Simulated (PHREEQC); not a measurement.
Make-up at 9.6 °C: 2.2 mol/kgw CaCl2 and 0.0056 mol/kgw K2SO4. Closed to the air; pH follows from the charge balance.

Computed with PHREEQC (Pitzer model, pitzer.dat).

Task: The ionic strength comes out as 6.62 mol/kgw. What activity coefficients do K+, Ca+2, SO4-2, Cl- get?

Result: K+ 0.80, Ca+2 2.5, SO4-2 0.0015, Cl- 0.60. Single-ion values are on the MacInnes scale.

Precipitation was switched off in this run. Saturation is exceeded, for instance for Gypsum; the values hold only as long as no solid forms. Complexes and solids missing from the database can't appear. At this temperature some constants are extrapolated from 25 °C, and those without enthalpy data are left unchanged.
